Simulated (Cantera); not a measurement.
A Cantera script and its output.

```python
import numpy as np
import cantera as ct

gas = ct.Solution("gri30.yaml")
gas.TPX = 1748, 47000, {'CH4': 1, 'N2': 11}
reactor = ct.IdealGasConstPressureReactor(gas, energy="off", clone=False)
net = ct.ReactorNet([reactor])
net.rtol, net.atol = 1e-08, 1e-18
show = ['CH4', 'CH2', 'CH3', 'C2H2', 'C2H6', 'C2H', 'H']
times = np.geomspace(0.0002, 30, 12)

steps = ct.SolutionArray(gas, extra=["t"])
rows = []
print(f"{'t/s':>10s}{'T/K':>9s}{'P/Pa':>11s}" + "".join(f"{s:>11s}" for s in show))
for t in times:
    while net.time < t:
        t_next = net.step()
        steps.append(gas.state, t=t_next)
    rows.append([np.interp(t, steps.t, y) for y in (steps.T, steps.P, *steps(*show).X.T)])
    print(f"{t:10.3e}{rows[-1][0]:9.1f}{rows[-1][1]:11.4g}" + "".join(f"{x:11.3e}" for x in rows[-1][2:]))
rate = np.gradient(steps.T, steps.t)
print("integrator steps:", len(steps.t))
if steps.T.max() > steps.T[0] + 200:
    print(f"time of steepest temperature rise: {steps.t[rate.argmax()]:.4e} s")
gas.TPX = 1748, 47000, {'CH4': 1, 'N2': 11}
gas.equilibrate("TP")
print(f"equilibrium (TP): T = {gas.T:.1f} K  " + "  ".join(f"{s} {gas[s].X[0]:.3e}" for s in show))
```

Result:

```
       t/s      T/K       P/Pa        CH4        CH2        CH3       C2H2       C2H6        C2H          H
 2.000e-04   1748.0    4.7e+04  8.295e-02  6.458e-08  3.230e-04  2.293e-07  8.710e-06  3.186e-12  9.736e-07
 5.910e-04   1748.0    4.7e+04  8.164e-02  3.569e-07  8.007e-04  1.905e-05  8.456e-05  3.503e-10  3.267e-06
 1.746e-03   1748.0    4.7e+04  7.256e-02  1.021e-06  1.339e-03  1.181e-03  2.681e-04  1.338e-08  1.710e-05
 5.160e-03   1748.0    4.7e+04  4.963e-02  7.171e-07  8.918e-04  1.257e-02  1.119e-04  8.758e-08  4.333e-05
 1.525e-02   1748.0    4.7e+04  2.729e-02  4.003e-07  4.761e-04  2.511e-02  2.954e-05  1.564e-07  6.845e-05
 4.506e-02   1748.0    4.7e+04  1.131e-02  1.942e-07  2.078e-04  3.301e-02  5.272e-06  2.115e-07  9.134e-05
 1.332e-01   1748.0    4.7e+04  3.835e-03  7.535e-08  7.428e-05  3.658e-02  6.485e-07  2.452e-07  1.057e-04
 3.935e-01   1748.0    4.7e+04  1.256e-03  2.621e-08  2.492e-05  3.780e-02  7.362e-08  2.589e-07  1.116e-04
 1.163e+00   1748.0    4.7e+04  4.765e-04  1.014e-08  9.530e-06  3.817e-02  1.249e-08  2.632e-07  1.134e-04
 3.436e+00   1748.0    4.7e+04  3.130e-04  6.688e-09  6.268e-06  3.824e-02  6.587e-09  2.640e-07  1.137e-04
 1.015e+01   1748.0    4.7e+04  3.067e-04  6.555e-09  6.143e-06  3.824e-02  6.409e-09  2.640e-07  1.137e-04
 3.000e+01   1748.0    4.7e+04  3.065e-04  6.551e-09  6.140e-06  3.823e-02  6.404e-09  2.640e-07  1.137e-04
integrator steps: 1608
equilibrium (TP): T = 1748.0 K  CH4 1.623e-04  CH2 3.462e-09  CH3 3.247e-06  C2H2 1.060e-02  C2H6 1.789e-09  C2H 7.313e-08  H 1.139e-04
```

Cantera simulation using GRI-Mech 3.0 (53 species, 325 reactions); the numbers are that mechanism's predictions, not measurements. GRI-Mech 3.0 stops at C3 and has no aromatics, soot or wall deposition, so with more carbon than oxygen in the feed, carbon stays in small species such as C2H2 where larger ones or solid carbon would form.
